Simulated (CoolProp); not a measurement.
Propylene along the isotherm 452 K: fugacity coefficient from the reference equation and from simpler models built on Tc = 364.2 K, pc = 4.555 MPa, ω = 0.146; each cubic takes its own stable root.

Computed with CoolProp (reference Helmholtz-energy equation of state, Lemmon 2013).

| p (MPa) | phase | reference |
|---|---|---|
| 1.52 | gas | 0.9439 |
| 3.04 | gas | 0.8903 |
| 4.55 | gas | 0.8394 |
| 6.07 | supercritical | 0.7908 |
| 7.59 | supercritical | 0.7448 |
| 9.11 | supercritical | 0.7020 |
| 10.6 | supercritical | 0.6638 |
| 12.1 | supercritical | 0.6298 |
| 13.7 | supercritical | 0.5988 |
| 15.2 | supercritical | 0.5743 |
| 16.7 | supercritical | 0.5536 |
| 18.2 | supercritical | 0.5362 |
| 19.7 | supercritical | 0.5216 |
| 21.3 | supercritical | 0.5086 |
| 22.8 | supercritical | 0.4984 |

**Question.** How far does each simpler model (van der Waals, Redlich-Kwong, Peng-Robinson) lie from the reference over these 15 states: mean and median of the absolute difference, and the worst?

**Answer.** 
- van der Waals: mean 2.6 %, median 2.8 %, worst -4.8 % at 452 K and 12.1 MPa
- Redlich-Kwong: mean 1.1 %, median 1.2 %, worst -1.9 % at 452 K and 10.6 MPa
- Peng-Robinson: mean 2.1 %, median 2.0 %, worst -2.8 % at 452 K and 9.11 MPa
